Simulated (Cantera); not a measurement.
# Sublimation and decomposition of ceramics: MgO + H₂

Input: 1 mol MgO, 0.1 mol H₂.

These are equilibrium values from Cantera (NASA tables, ideal gas, pure condensed phases), not measurements of a reactor. Candidate condensed phases: H₂O, Mg, MgO, Mg(OH)₂; 15 gas species. Rates play no part.

Stable condensed phases:

```
T in K \ P in Pa
               1       4      16      63     250    1000    4000   16000   63000  250000 1000000
   2473        A       A       A       A       B       B       B       B       B       B       B
   2398        A       A       A       A       B       B       B       B       B       B       B
   2323        A       A       A       B       B       B       B       B       B       B       B
   2248        A       A       A       B       B       B       B       B       B       B       B
   2173        A       A       B       B       B       B       B       B       B       B       B
   2098        A       B       B       B       B       B       B       B       B       B       B
   2023        B       B       B       B       B       B       B       B       B       B       B
   1948        B       B       B       B       B       B       B       B       B       B       B
   1873        B       B       B       B       B       B       B       B       B       B       B
   1798        B       B       B       B       B       B       B       B       B       B       B
```

A: gas only; B: MgO.
